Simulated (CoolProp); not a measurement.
R365MFC along the isobar 7.92 MPa: fugacity coefficient from the reference equation and from simpler models built on Tc = 186.9 °C, pc = 3.266 MPa, ω = 0.377; each cubic takes its own stable root.

Values from CoolProp's reference Helmholtz-energy equation of state, Lemmon 2016.

```tsv
T (°C)	phase	reference
143.95	liquid	0.1950
149.95	liquid	0.2130
155.85	liquid	0.2315
161.75	liquid	0.2506
167.65	liquid	0.2704
173.55	liquid	0.2906
179.55	liquid	0.3117
185.45	liquid	0.3328
191.35	supercritical	0.3541
197.25	supercritical	0.3757
203.15	supercritical	0.3974
209.05	supercritical	0.4190
215.05	supercritical	0.4409
220.95	supercritical	0.4621
226.85	supercritical	0.4829
```

### Question
How far does each simpler model (van der Waals, Redlich-Kwong, Soave-Redlich-Kwong, Peng-Robinson) lie from the reference over these 15 states: mean and median of the absolute difference, and the worst?

### Answer
- van der Waals: mean 22.3 %, median 18.7 %, worst +55.8 % at 143.95 °C and 7.92 MPa
- Redlich-Kwong: mean 8.6 %, median 6.9 %, worst +22.5 % at 143.95 °C and 7.92 MPa
- Soave-Redlich-Kwong: mean 6.4 %, median 6.6 %, worst +6.8 % at 155.85 °C and 7.92 MPa
- Peng-Robinson: mean 0.3 %, median 0.3 %, worst -0.5 % at 226.85 °C and 7.92 MPa
